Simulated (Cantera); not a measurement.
# Carbon deposition, reforming and gasification: acetone + H2

Charge: 1 mol acetone, 0.75 mol H2, at 14.0 Pa.

Cantera equilibrium calculation (NASA polynomials, part measured and part estimated; ideal gas, pure solids and liquids). Candidate condensed phases: C, C6H6, C7H8, C8H18, H2O; 131 gas species. Ions and electrons are included (thermal ionisation). The feed counts by its element totals alone. Kinetics and transport are ignored.

```tsv
T (°C)	x H	x C	x CO	x O	x C3	x C2
2727	0.763	0.0866	0.103	1.92e-8	0.0305	0.0130
3227	0.716	0.187	0.0955	4.43e-6	0.000143	0.00181
3727	0.714	0.191	0.0947	0.000486	4.74e-7	0.000136
4227	0.703	0.202	0.0786	0.0152	6.36e-9	1.97e-5
4727	0.665	0.242	0.0216	0.0670	3.00e-10	5.46e-6
```
x: gas mole fraction; nothing condenses.

From 2727 °C to 4727 °C nothing is condensed. The main C-bearing gas is CO at 2727 °C and C at 4727 °C.
